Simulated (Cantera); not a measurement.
A Cantera script and what it prints.

```python
import numpy as np
import cantera as ct

gas_names = """
    Ca CaO CaOH CaO2H2 Ca2 H HO2 H2 H2O H2O2 O OH O2 O3
""".split()
cond_names = """
    Ca(a) Ca(b) Ca(L) CaO(s) CaO(L) CaO2H2(s) H2O(s) H2O(L)
""".split()


# ... load() reads the species with a 1 bar reference pressure and builds the phases ...
atoms = {
    'CaO': {'Ca': 1, 'O': 1},
    'O2': {'O': 2},
    'H2O': {'H': 2, 'O': 1},
}
top_T = {}  # K; cautious upper limits of use, not melting points


# ... equilibrate(T, P, feed) seeds the gas with the atoms and calls Mixture.equilibrate('TP', solver="vcs", rtol=1e-11, max_steps=5000) ...
results = []
feed = {'CaO': 1, 'O2': 0.84, 'H2O': 0.63}  # mol
P = 280000  # Pa
for T in [625, 700, 775, 850, 925, 1000, 1075, 1150, 1225, 1300, 1375, 1450, 1525]:
    mix = equilibrate(T, P, feed)
    results.append((T, P, feed, dict(zip(mix.species_names, mix.species_moles))))

top = {s: max(r[3][s] / sum(r[3][g] for g in gas_names) for r in results) for s in gas_names}
cols = sorted((s for s in top if top[s] > 0.001), key=lambda s: -top[s])[:6]
seen = [c for c in cond_names if any(r[3].get(c, 0) > 1e-12 for r in results)]
print("log10 of partial pressures in bar; condensed amounts in mol")
print(f"{'T/K':>10s}" + "".join(f"{s[:9]:>10s}" for s in cols + seen))
for T, P, feed, n in results:
    ng = sum(n[g] for g in gas_names)
    print(f"{T:10.4g}" + "".join(f"{np.log10(max(n[s] / ng * P / 1e5, 1e-99)):10.3f}" for s in cols)
          + "".join(f"{n.get(c, 0):10.4g}" for c in seen))
```

Result:

```
log10 of partial pressures in bar; condensed amounts in mol
       T/K        O2       H2O    CaO(s) CaO2H2(s)
       625     0.445    -1.808    0.3747    0.6253
       700     0.427    -0.891    0.4104    0.5896
       775     0.325    -0.163    0.6435    0.3565
       850     0.204     0.079         1         0
       925     0.204     0.079         1         0
      1000     0.204     0.079         1         0
      1075     0.204     0.079         1         0
      1150     0.204     0.079         1         0
      1225     0.204     0.079         1         0
      1300     0.204     0.079         1         0
      1375     0.204     0.079         1         0
      1450     0.204     0.079         1         0
      1525     0.204     0.079         1         0
```

These are equilibrium values from Cantera (NASA tables, ideal gas, pure condensed phases), not measurements of a reactor.
